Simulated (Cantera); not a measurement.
A perfectly stirred reactor is fed with H₂ : O₂ : N₂ = 1 : 0.625 : 2.35 (molar parts), at 4.93 atm; it is adiabatic with a 625 K inlet, and is followed from long to short residence time, starting on the burning branch (τ in s: 0.12, 0.051, 0.021, 0.0088, 0.0037, 0.0015, 0.00064, 0.00027, 0.00011, 4.6e-05, 1.9e-05, 8.1e-06, 3.4e-06).

Computed with Cantera and the H2/O2 subset of GRI-Mech 3.0, which has no nitrogen chemistry. The hydrogen kinetics of GRI-Mech 3.0 are dated; newer H2 mechanisms differ, most at raised pressure.

x: mole fraction; the columns are a selection and need not sum to one.

| τ (s) | T (K) | x H₂ | x O₂ | x HO₂ | x H₂O₂ | x OH |
|---|---|---|---|---|---|---|
| 0.12 | 2418 | 0.00268 | 0.0349 | 7.48e-6 | 6.87e-7 | 0.00797 |
| 0.051 | 2418 | 0.00270 | 0.0349 | 7.50e-6 | 6.88e-7 | 0.00799 |
| 0.021 | 2417 | 0.00274 | 0.0349 | 7.54e-6 | 6.88e-7 | 0.00803 |
| 0.0088 | 2416 | 0.00285 | 0.0349 | 7.63e-6 | 6.90e-7 | 0.00813 |
| 0.0037 | 2413 | 0.00309 | 0.0349 | 7.85e-6 | 6.95e-7 | 0.00836 |
| 0.0015 | 2405 | 0.00367 | 0.0350 | 8.40e-6 | 7.09e-7 | 0.00889 |
| 0.00064 | 2390 | 0.00482 | 0.0353 | 9.66e-6 | 7.45e-7 | 0.00986 |
| 0.00027 | 2361 | 0.00701 | 0.0358 | 1.25e-5 | 8.31e-7 | 0.0115 |
| 0.00011 | 2308 | 0.0108 | 0.0368 | 1.88e-5 | 1.00e-6 | 0.0136 |
| 4.6e-5 | 2229 | 0.0160 | 0.0387 | 3.05e-5 | 1.27e-6 | 0.0156 |
| 1.9e-5 | 2116 | 0.0229 | 0.0416 | 5.09e-5 | 1.71e-6 | 0.0168 |
| 8.1e-6 | 1976 | … | … | … | … | 0.0164 |
| 3.4e-6 | 1798 | 0.0437 | 0.0541 | 0.000132 | 4.41e-6 | 0.0141 |

**Question.** Complete the blanks.

**Answer.** 
- 8.1e-6, x H₂: 0.0310
- 8.1e-6, x O₂: 0.0461
- 8.1e-6, x HO₂: 8.21e-5
- 8.1e-6, x H₂O₂: 2.50e-6
